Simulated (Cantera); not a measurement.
A closed system holds: 1 mol SiCl4, a varied amount of NH3, 33 mol N2, equilibrated at 1548.15 K and 31.0 Pa.

These are equilibrium values from Cantera (NASA tables, ideal gas, pure condensed phases), not measurements of a reactor. Candidate condensed phases: NH4Cl, Si, Si3N4; 28 gas species. The tables' values for SiCl, SiCl3 are old estimates; treat these amounts as uncertain. The numbers say what is thermodynamically allowed, not how fast it happens.

**Question.** At 9.1 mol NH3, list the 7 most abundant gas species with their mole fractions, and the condensed phases.

**Answer.** N2 0.705, H2 0.235, HCl 0.0419, SiCl2 0.0165, H 0.000850, Cl 0.000121, Si 6.84e-5. Condensed: Si3N4(s).
